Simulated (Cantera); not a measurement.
An isothermal plug-flow reactor at 873 K and 3680 Torr (inlet), inlet velocity 0.12 m/s, active area per volume 120 1/m; feed CO : O2 : N2 = 0.023 : 0.16 : 0.79 (molar parts).

Model: Deutschmann's 1995 Pt surface mechanism with GRI-Mech 3.0 gas chemistry, integrated in Cantera. Catalytic surfaces can have several steady states; this one follows from the mechanism file's or the stated starting coverage. Mass transfer to the wall is taken as infinitely fast.

Question: What does this change do: temperature 873 to 950 K?

Answer: 
```csv
quantity,before,after
x(CO) at z = 0.0038 m,0.000734,2.32e-6
x(O2) at z = 0.0038 m,0.155,0.154
x(H2O) at z = 0.0038 m,<1e-12,<1e-12
x(CO2) at z = 0.0038 m,0.0232,0.0239
θ(free Pt) at the exit,0.0384,0.0761
θ(O*) at the exit,0.961,0.924
```
